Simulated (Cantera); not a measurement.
A closed system holds: 1 mol Fe, 0.11 mol H2O, 0.27 mol N2, held at 0.0210 bar.

Equilibrium computed with Cantera from the NASA thermochemical tables; the gas is ideal and each condensed phase is pure. Candidate condensed phases: Fe, FeO, Fe(OH)2, Fe(OH)3, Fe2O3, Fe3O4, H2O; 27 gas species. Mutual solubility and eutectic melting of coexisting phases are not modelled. The tables' stoichiometric FeO is somewhat more stable than real wüstite, so its field is too wide. FeO: taken at fixed stoichiometry. Kinetics and transport are ignored.

x: gas mole fraction; n: condensed amount in mol.

```tsv
T (°C)	x N2	x H2	x H2O	x H	x Fe	x NH3	x Fe(OH)2	n Fe(α)	n FeO(s)	n Fe(γ)
702	0.711	0.248	0.0415	3.93e-9	<1e-12	1.51e-6	2.67e-10	0.906	0.0942	0
752	0.711	0.243	0.0461	1.48e-8	2.34e-12	1.05e-6	8.80e-10	0.908	0.0925	0
802	0.711	0.239	0.0509	4.95e-8	2.15e-11	7.55e-7	2.61e-9	0.909	0.0906	0
852	0.711	0.234	(withheld)	(withheld)	(withheld)	(withheld)	(withheld)	0.911	0.0888	0
902	0.711	0.229	0.0605	4.05e-7	1.00e-9	4.18e-7	1.74e-8	0.913	0.0870	0
952	0.711	0.224	0.0651	1.02e-6	5.37e-9	3.21e-7	3.98e-8	0	0.0853	0.915
1002	0.711	0.220	0.0694	2.39e-6	2.51e-8	2.51e-7	8.49e-8	0	0.0836	0.916
1052	0.711	0.216	0.0734	(withheld)	(withheld)	(withheld)	(withheld)	0	0.0821	0.918
1102	0.711	0.212	0.0772	1.09e-5	3.91e-7	1.62e-7	3.25e-7	0	0.0807	0.919
1152	0.711	0.209	0.0807	2.15e-5	1.33e-6	1.33e-7	5.89e-7	0	0.0793	0.921
1202	0.711	0.206	0.0839	4.06e-5	4.16e-6	1.10e-7	1.02e-6	0	0.0781	0.922
```

**Question.** Complete the blanks.

**Answer.** 
- 852, x H2O: 0.0558
- 852, x H: 1.48e-7
- 852, x Fe: 1.60e-10
- 852, x NH3: 5.55e-7
- 852, x Fe(OH)2: 7.04e-9
- 1052, x H: 5.25e-6
- 1052, x Fe: 1.05e-7
- 1052, x NH3: 2.00e-7
- 1052, x Fe(OH)2: 1.71e-7
